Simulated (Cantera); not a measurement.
Cantera run, input and output.

```python
import numpy as np
import cantera as ct

gas = ct.Solution("gri30.yaml")
gas.TPX = 1850, 2666, {'C2H4': 1, 'H2': 2.5}
reactor = ct.IdealGasConstPressureReactor(gas, energy="off", clone=False)
net = ct.ReactorNet([reactor])
net.rtol, net.atol = 1e-08, 1e-18
show = ['C2H4', 'H2', 'CH3', 'C2H', 'CH4', 'H', 'C2H6']
times = np.geomspace(3e-06, 20, 11)

steps = ct.SolutionArray(gas, extra=["t"])
rows = []
print(f"{'t/s':>10s}{'T/K':>9s}{'P/Pa':>11s}" + "".join(f"{s:>11s}" for s in show))
for t in times:
    while net.time < t:
        t_next = net.step()
        steps.append(gas.state, t=t_next)
    rows.append([np.interp(t, steps.t, y) for y in (steps.T, steps.P, *steps(*show).X.T)])
    print(f"{t:10.3e}{rows[-1][0]:9.1f}{rows[-1][1]:11.4g}" + "".join(f"{x:11.3e}" for x in rows[-1][2:]))
rate = np.gradient(steps.T, steps.t)
print("integrator steps:", len(steps.t))
if steps.T.max() > steps.T[0] + 200:
    print(f"time of steepest temperature rise: {steps.t[rate.argmax()]:.4e} s")
gas.TPX = 1850, 2666, {'C2H4': 1, 'H2': 2.5}
gas.equilibrate("TP")
print(f"equilibrium (TP): T = {gas.T:.1f} K  " + "  ".join(f"{s} {gas[s].X[0]:.3e}" for s in show))
```

It prints:

```
       t/s      T/K       P/Pa       C2H4         H2        CH3        C2H        CH4          H       C2H6
 3.000e-06   1850.0       2666  2.855e-01  7.143e-01  1.838e-11  6.315e-13  4.835e-12  3.442e-07  2.489e-10
 1.444e-05   1850.0       2666  2.849e-01  7.145e-01  5.653e-10  1.439e-11  1.990e-10  1.515e-06  3.945e-09
 6.949e-05   1850.0       2666  2.817e-01  7.152e-01  1.161e-08  3.329e-10  1.517e-08  7.149e-06  2.992e-08
 3.344e-04   1850.0       2666  2.660e-01  7.186e-01  7.681e-08  7.755e-09  5.922e-07  3.401e-05  1.152e-07
 1.609e-03   1850.0       2666  1.915e-01  7.351e-01  2.395e-07  1.288e-07  1.032e-05  1.204e-04  2.438e-07
 7.746e-03   1850.0       2666  3.300e-02  7.702e-01  3.069e-07  5.685e-07  4.477e-05  2.074e-04  6.692e-08
 3.728e-02   1850.0       2666  8.809e-05  7.764e-01  2.123e-06  4.621e-06  5.454e-05  1.504e-03  5.341e-10
 1.794e-01   1850.0       2666  7.604e-05  7.751e-01  5.316e-06  8.976e-06  7.034e-05  2.919e-03  5.181e-10
 8.635e-01   1850.0       2666  7.598e-05  7.750e-01  1.189e-05  9.000e-06  1.570e-04  2.927e-03  7.010e-10
 4.156e+00   1850.0       2666  7.598e-05  7.749e-01  2.484e-05  8.995e-06  3.281e-04  2.926e-03  1.472e-09
 2.000e+01   1850.0       2666  7.599e-05  7.749e-01  2.607e-05  8.994e-06  3.443e-04  2.925e-03  1.574e-09
integrator steps: 1032
equilibrium (TP): T = 1850.0 K  C2H4 7.599e-05  H2 7.749e-01  CH3 2.608e-05  C2H 8.994e-06  CH4 3.444e-04  H 2.925e-03  C2H6 1.575e-09
```

Detailed kinetics in Cantera: GRI-Mech 3.0 (53 species, 325 reactions). GRI-Mech 3.0 was tuned for natural gas; its chemistry of ethylene as a main component is partial and can be far from experiment. GRI-Mech 3.0 stops at C3 and has no aromatics, soot or wall deposition, so with more carbon than oxygen in the feed, carbon stays in small species such as C2H2 where larger ones or solid carbon would form. Radical loss at walls, strong at low pressure, is not modelled.
